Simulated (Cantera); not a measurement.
An adiabatic, constant-volume homogeneous reactor starts with CO : H2 : O2 : N2 : H2O = 1 : 0.081 : 0.257 : 0.968 : 0.17 (molar parts), equivalence ratio 2.1, at 1675 K and 1.01 bar.

Cantera simulation using GRI-Mech 3.0 (53 species, 325 reactions); the numbers are that mechanism's predictions, not measurements.

x: mole fraction; the columns are a selection and need not sum to one.

```csv
t (s),T (K),P (bar),x CO,x H2,x O2,x NO,x H2O,x OH,x O
1.00e-6,1675,1.01,0.404,0.0327,0.104,<1e-12,0.0687,1.80e-7,3.87e-7
2.32e-6,1675,1.01,0.404,0.0327,0.104,<1e-12,0.0687,7.81e-7,1.13e-6
5.37e-6,1675,1.01,0.404,0.0327,0.104,<1e-12,0.0687,6.90e-6,8.55e-6
1.25e-5,1677,1.01,0.403,0.0310,0.102,4.03e-10,0.0695,0.000558,0.000690
2.89e-5,1989,1.19,0.294,0.0179,0.0352,___,0.0535,0.0132,0.0274
6.69e-5,2421,1.41,0.279,0.0200,0.0241,___,0.0605,0.0181,0.0192
0.000155,2792,1.58,0.272,0.0179,0.0167,___,0.0731,0.0182,0.0102
0.000360,2905,1.63,0.268,0.0172,0.0132,___,0.0772,0.0169,0.00742
0.000834,2901,1.63,0.268,0.0174,0.0124,___,0.0774,0.0163,0.00698
0.00193,2897,1.63,0.269,0.0175,0.0119,0.00714,0.0775,0.0161,0.00677
0.00448,2897,1.63,0.269,0.0175,0.0119,0.00728,0.0775,0.0160,0.00675
0.0104,2897,1.63,0.269,0.0175,0.0119,0.00728,0.0775,0.0160,0.00675
0.0241,2897,1.63,0.269,0.0175,0.0119,0.00728,0.0775,0.0160,0.00675
0.0558,2897,1.63,0.269,0.0175,0.0119,0.00728,0.0775,0.0160,0.00675
0.129,2897,1.63,0.269,0.0175,0.0119,0.00728,0.0775,0.0160,0.00675
0.300,2897,1.63,0.269,0.0175,0.0119,0.00728,0.0775,0.0160,0.00675
```

### Question
What belongs in the gaps?

### Answer

- 2.89e-5, x NO: 8.41e-6
- 6.69e-5, x NO: 9.29e-5
- 0.000155, x NO: 0.000631
- 0.000360, x NO: 0.00260
- 0.000834, x NO: 0.00553
